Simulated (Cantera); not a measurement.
Feed: 1 mol Si3N4, 0.028 mol CO2, 2.3 mol N2, equilibrated at 0.390 bar.

Equilibrium computed with Cantera from the NASA thermochemical tables; the gas is ideal and each condensed phase is pure. Candidate condensed phases: C, Si, SiC, SiO2, Si2N2O, Si3N4; 34 gas species. Mutual solubility and eutectic melting of coexisting phases are not modelled. Equilibrium is a limit: real reactors are often held back by kinetics, nucleation or transport.

x: gas mole fraction; n: condensed amount in mol.

```json
[
 {"T (°C)": "777", "x N2": "1.00", "x CO": "2.05e-9", "x SiO": "<1e-12", "x Si": "<1e-12", "n C(graphite)": "0.0280", "n Si2N2O(s)": "0.0560", "n Si3N4(s)": "0.963", "n SiC(s)": "0"},
 {"T (°C)": "877", "x N2": "1.00", "x CO": "5.51e-8", "x SiO": "<1e-12", "x Si": "<1e-12", "n C(graphite)": "0.0280", "n Si2N2O(s)": "0.0560", "n Si3N4(s)": "0.963", "n SiC(s)": "0"},
 {"T (°C)": "977", "x N2": "1.000", "x CO": "8.67e-7", "x SiO": "1.00e-11", "x Si": "<1e-12", "n C(graphite)": "0.0280", "n Si2N2O(s)": "0.0560", "n Si3N4(s)": "0.963", "n SiC(s)": "0"},
 {"T (°C)": "1077", "x N2": "1.000", "x CO": "9.01e-6", "x SiO": "6.33e-10", "x Si": "<1e-12", "n C(graphite)": "0.0280", "n Si2N2O(s)": "0.0560", "n Si3N4(s)": "0.963", "n SiC(s)": "0"},
 {"T (°C)": "1177", "x N2": "1.000", "x CO": "(withheld)", "x SiO": "(withheld)", "x Si": "(withheld)", "n C(graphite)": "0.0278", "n Si2N2O(s)": "0.0558", "n Si3N4(s)": "0.963", "n SiC(s)": "0"},
 {"T (°C)": "1277", "x N2": "1.000", "x CO": "0.000388", "x SiO": "4.89e-7", "x Si": "3.94e-10", "n C(graphite)": "0.0271", "n Si2N2O(s)": "0.0551", "n Si3N4(s)": "0.963", "n SiC(s)": "0"},
 {"T (°C)": "1377", "x N2": "0.998", "x CO": "0.00152", "x SiO": "7.32e-6", "x Si": "1.01e-8", "n C(graphite)": "0", "n Si2N2O(s)": "0.0524", "n Si3N4(s)": "0.957", "n SiC(s)": "0.0244"},
 {"T (°C)": "1477", "x N2": "0.997", "x CO": "0.00289", "x SiO": "7.99e-5", "x Si": "1.76e-7", "n C(graphite)": "0", "n Si2N2O(s)": "0.0491", "n Si3N4(s)": "0.960", "n SiC(s)": "0.0212"},
 {"T (°C)": "1577", "x N2": "0.994", "x CO": "(withheld)", "x SiO": "(withheld)", "x Si": "(withheld)", "n C(graphite)": "0", "n Si2N2O(s)": "(withheld)", "n Si3N4(s)": "0.966", "n SiC(s)": "(withheld)"},
 {"T (°C)": "1677", "x N2": "0.987", "x CO": "0.00848", "x SiO": "0.00446", "x Si": "2.21e-5", "n C(graphite)": "0", "n Si2N2O(s)": "0.0256", "n Si3N4(s)": "0.977", "n SiC(s)": "0.00807"}
]
```

Question: Some entries are withheld; supply them.

Answer: 
- 1177, x CO: 6.75e-5
- 1177, x SiO: 2.22e-8
- 1177, x Si: 9.82e-12
- 1577, x CO: 0.00511
- 1577, x SiO: 0.000668
- 1577, x Si: 2.25e-6
- 1577, n Si2N2O(s): 0.0425
- 1577, n SiC(s): 0.0160
